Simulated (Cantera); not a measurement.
Feed: 1 mol B, 78 mol H2, 9.2 mol NH3, held at 47.0 Pa.

Equilibrium computed with Cantera from the NASA thermochemical tables; the gas is ideal and each condensed phase is pure. Candidate condensed phases: B, BN; 15 gas species. Kinetics and transport are ignored.

**Question.** What share of the B ends up in condensed phases as a function of T (K), at 1173, 1323, 1473, 1623, 1773, 1923, 2073, 2223?

**Answer.** 
| T (K) | B condensed (%) | as |
|---|---|---|
| 1173 | 100.0 | BN(s) |
| 1323 | 100.0 | BN(s) |
| 1473 | 100.0 | BN(s) |
| 1623 | 100.0 | BN(s) |
| 1773 | 99.6 | BN(s) |
| 1923 | 96.6 | B(s) |
| 2073 | 84.2 | B(s) |
| 2223 | 0.0 | - |
